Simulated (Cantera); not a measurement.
Input: 1 mol SiHCl3, 5.8 mol NH3, 2.4 mol H2, held at 1175 °C.

Method: chemical equilibrium by Gibbs-energy minimisation in Cantera with the NASA 1993 tables (ideal gas, pure condensed phases). Candidate condensed phases: NH4Cl, Si, Si3N4; 28 gas species. The numbers say what is thermodynamically allowed, not how fast it happens.

Task: What share of the Si ends up in condensed phases as a function of P (Pa), at 5, 36, 260, 1900, 14000, 100000?

Result: 
| P (Pa) | Si condensed (%) | as |
|---|---|---|
| 5 | 28.8 | Si(s) |
| 36 | 50.1 | Si3N4(s) |
| 260 | 76.5 | Si3N4(s) |
| 1900 | 91.0 | Si3N4(s) |
| 14000 | 96.1 | Si3N4(s) |
| 100000 | 97.0 | Si3N4(s) |
